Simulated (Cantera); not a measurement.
A perfectly stirred reactor is fed with 18.2 % H₂, 13.0 % O₂, 68.8 % N₂, at 750 Torr; it is held at 1325 K, and followed from long to short residence time.

Detailed kinetics in Cantera: the H2/O2 subset of GRI-Mech 3.0, which has no nitrogen chemistry. The temperature is held fixed by assumption; the heat of reaction is taken as removed at once.

x: mole fraction; the columns are a selection and need not sum to one.

```csv
τ (s),x H₂,x O₂,x H₂O₂,x HO₂,x O,x H
1.8,5.45e-5,0.0428,1.81e-7,1.68e-6,6.94e-6,1.21e-6
0.67,0.000106,0.0428,2.99e-7,3.11e-6,1.37e-5,3.23e-6
0.25,0.000204,0.0429,4.81e-7,5.55e-6,2.73e-5,8.66e-6
0.096,…,0.0429,…,…,…,…
0.036,…,0.0430,…,…,…,…
0.014,0.00133,0.0432,1.65e-6,2.08e-5,0.000206,0.000153
0.0051,0.00249,0.0436,2.37e-6,2.77e-5,0.000409,0.000410
0.0019,0.00451,0.0444,3.19e-6,3.39e-5,0.000782,0.00106
```

Problem. Complete the blanks.

Solution. 
- 0.096, x H₂: 0.000385
- 0.096, x H₂O₂: 7.46e-7
- 0.096, x HO₂: 9.27e-6
- 0.096, x O: 5.35e-5
- 0.096, x H: 2.25e-5
- 0.036, x H₂: 0.000729
- 0.036, x H₂O₂: 1.14e-6
- 0.036, x HO₂: 1.46e-5
- 0.036, x O: 0.000107
- 0.036, x H: 5.99e-5
